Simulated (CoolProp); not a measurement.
Values from CoolProp's reference Helmholtz-energy equation of state, Lemmon 2006. It is a short technical equation, of lower accuracy than the large ones.

### Question
Give the vapour pressure (kPa), enthalpy of vaporisation (kJ/kg), liquid cp (kJ/(kg K)) of saturated toluene at 149.45, 167.45 °C.

### Answer
```tsv
T (°C)	p (kPa)	enthalpy of vaporisation (kJ/kg)	liquid cp (kJ/(kg K))
149.45	272	333	2.16
167.45	402	319	2.23
```
